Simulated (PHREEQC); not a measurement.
Solution (20 °C): 0.00935 mol H2SO4 and 0.0036 mol KH2PO4 per kg of water. Closed to the air; pH follows from the charge balance.

Model: ion-association model, phreeqc.dat, run in PHREEQC.

* **pH**: 1.94
* **ionic strength**: 0.0220 mol/kgw
* **specific conductance**: 4690 µS/cm
* **total alkalinity**: -18.7 meq/kg

| species | molality | activity | log γ |
|---|---|---|---|
| H+ | 0.0129 | 0.0115 | -0.052 |
| SO4-2 | 0.00559 | 0.00320 | -0.242 |
| HSO4- | 0.00369 | 0.00320 | -0.062 |
| K+ | 0.00353 | 0.00305 | -0.064 |
| H3PO4 | 0.00209 | 0.00210 | 0.002 |
| H2PO4- | 0.00151 | 0.00132 | -0.059 |
| KSO4- | 7.18e-5 | 6.26e-5 | -0.059 |
| HPO4-2 | 1.21e-8 | 6.95e-9 | -0.242 |

This is a speciation only: nothing precipitates in the calculation. Complexes and solids missing from the database can't appear.
